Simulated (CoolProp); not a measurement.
Model: reference Helmholtz-energy equation of state, Platzer 1990, in CoolProp. This equation is an older, rougher fit; its heat capacities, sound speeds and derivatives of the liquid may be far off and weren't checked against measurements.

Q: Give the vapour pressure (MPa), liquid density (kg/m³), surface tension (mN/m) of saturated R114 at 312.5, 324.7 K.

A: 
```csv
T (K),p (MPa),liquid density (kg/m³),surface tension (mN/m)
312.5,0.332,1410,9.34
324.7,0.466,1370,8.01
```

Surface tension comes from a separate correlation (Mulero 2012).
